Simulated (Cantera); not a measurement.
Feed: 1 mol ZrO2, 2.4 mol H2, 4.9 mol N2, equilibrated at 1575 K and 1 atm.

Equilibrium computed with Cantera from the NASA thermochemical tables; the gas is ideal and each condensed phase is pure. Candidate condensed phases: H2O, Zr, ZrN, ZrO2; 28 gas species. The numbers say what is thermodynamically allowed, not how fast it happens.

Base state: N2 0.671, H2 0.329, H 2.37e-5, H2O 1.27e-5 (mole fractions); condensed: ZrO2(tetragonal).

**Question.** What changes in the equilibrium state with this change: ZrO2 replaced by Cr2O3?

**Answer.** 
| species | before | after |
|---|---|---|
| N2 | 0.671 | 0.671 |
| H2 | 0.329 | 0.328 |
| H2O | 1.27e-5 | 0.000871 |
| H | 2.37e-5 | 2.36e-5 |
| ZrO2(tetragonal), mol | 1.000 | 0 |
| Cr2N(s), mol | 0 | 0.00211 |
| Cr2O3(s), mol | 0 | 0.998 |
Mutual solubility and eutectic melting of coexisting phases are not modelled. Further candidate phases: Cr, CrN, Cr2N, Cr2O3.

**Question.** What changes in the equilibrium state with this change: ZrO2 replaced by SiO2?

**Answer.** 
| species | before | after |
|---|---|---|
| N2 | 0.671 | 0.671 |
| H2 | 0.329 | 0.329 |
| H2O | 1.27e-5 | 0.000259 |
| SiO | 0 | 1.69e-5 |
| H | 2.37e-5 | 2.37e-5 |
| ZrO2(tetragonal), mol | 1.000 | 0 |
| SiO2(β-quartz), mol | 0 | 0.999 |
| Si2N2O(s), mol | 0 | 0.000589 |
Mutual solubility and eutectic melting of coexisting phases are not modelled. The tables hold silica as quartz up to 1696 K and as liquid above; real silica turns to tridymite and cristobalite and melts near 1996 K. Further candidate phases: Si, SiO2, Si2N2O, Si3N4.
